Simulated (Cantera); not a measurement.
Cantera with NASA thermochemical tables; ideal gases at 1 bar, condensed phases pure. Values are per mole of reaction as written; species without (g) are pure solids or liquids, kept so even where they would boil at 1 bar.

3 V₂O₅ → 5 O₃(g) + 6 V, with ΔH° = 5360.7 kJ and ΔS° = 976.6 J/K at 300 K.

How far is the shortcut ΔG° ≈ ΔH°(300 K) − T·ΔS°(300 K) from the full temperature-dependent value at 2325, 2425, 2525, 2625, 2725, 2825 K?


| T (K) | shortcut (kJ) | full (kJ) | difference (kJ) | difference in log10 K | condensed phases |
|---|---|---|---|---|---|
| 2325 | 3090.0 | 3584.7 | -494.7 | 11.11 | V₂O₅(l), V(l) |
| 2425 | 2992.4 | 3515.1 | -522.7 | 11.26 | V₂O₅(l), V(l) |
| 2525 | 2894.7 | 3445.1 | -550.4 | 11.39 | V₂O₅(l), V(l) |
| 2625 | 2797.1 | 3374.7 | -577.6 | 11.49 | V₂O₅(l), V(l) |
| 2725 | 2699.4 | 3303.8 | -604.4 | 11.58 | V₂O₅(l), V(l) |
| 2825 | 2601.7 | 3232.4 | -630.7 | 11.66 | V₂O₅(l), V(l) |
The shortcut ignores heat capacities and the phase changes listed.
